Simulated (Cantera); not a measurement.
Feed: 1 mol Si3N4, 1.8 mol H2O, 29 mol H2, 7.1 mol NF3, held at 1423 K and 15.0 Pa.

Cantera equilibrium calculation (NASA polynomials, part measured and part estimated; ideal gas, pure solids and liquids). Candidate condensed phases: H2O, Si, SiO2, Si2N2O, Si3N4; 58 gas species. The tables' values for SiF3, SiF2 are old estimates; treat these amounts as uncertain. The tables hold silica as quartz up to 1696 K and as liquid above; real silica turns to tridymite and cristobalite and melts near 1996 K. Equilibrium is a limit: real reactors are often held back by kinetics, nucleation or transport.

Base state: H2 0.541, HF 0.286, N2 0.124, SiF4 0.0461, H2O 0.00143, SiF3 0.00106, SiO 0.000412, H 0.000399 (mole fractions); condensed: SiO2(β-quartz).

Question: What changes in the equilibrium state with this change: H2O from 1.8 to 0.13 mol?

Answer: 
```json
[
 {"species": "H2", "before": "0.541", "after": "0.571"},
 {"species": "HF", "before": "0.286", "after": "0.227"},
 {"species": "N2", "before": "0.124", "after": "0.131"},
 {"species": "SiF4", "before": "0.0461", "after": "0.0670"},
 {"species": "SiF2", "before": "1.60e-5", "after": "3.88e-5"},
 {"species": "SiO", "before": "0.000412", "after": "0.000831"},
 {"species": "SiHF3", "before": "2.39e-5", "after": "4.61e-5"},
 {"species": "H2O", "before": "0.00143", "after": "0.000748"},
 {"species": "SiO2(β-quartz), mol", "before": "0.859", "after": "0.0315"}
]
```
